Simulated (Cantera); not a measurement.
Predominance diagram of Cr at 1527 °C against the partial pressures of O2 and N2 (log10, bar). Cantera with NASA thermochemical tables; ideal gases at 1 bar, condensed phases pure. Candidates: Cr(s), CrN(s), Cr2N(s), Cr2O3(s). Only these pure phases compete in this equilibrium. 

```
log p(N2) \ log p(O2)
        columns: -17, -16.2, -15.5, -14.7, -13.9, -13.1, -12.4, -11.6, -10.8, -10, -9.3, -8.5, -7.7, -7, -6.2, -5.4, -4.6, -3.9, -3.1, -2.3, -1.5, -0.8, 0
      1  A A A A A A B B B B B B B B B B B B B B B B B
   -0.2  C C C C C C B B B B B B B B B B B B B B B B B
   -1.3  C C C C C C B B B B B B B B B B B B B B B B B
   -2.5  C C C C C C B B B B B B B B B B B B B B B B B
   -3.7  C C C C C C B B B B B B B B B B B B B B B B B
   -4.8  C C C C C C B B B B B B B B B B B B B B B B B
     -6  C C C C C C B B B B B B B B B B B B B B B B B
   -7.2  C C C C C C B B B B B B B B B B B B B B B B B
   -8.3  C C C C C C B B B B B B B B B B B B B B B B B
   -9.5  C C C C C C B B B B B B B B B B B B B B B B B
  -10.7  C C C C C C B B B B B B B B B B B B B B B B B
  -11.8  C C C C C C B B B B B B B B B B B B B B B B B
    -13  C C C C C C B B B B B B B B B B B B B B B B B
```

A: Cr2N(s); B: Cr2O3(s); C: Cr(s).
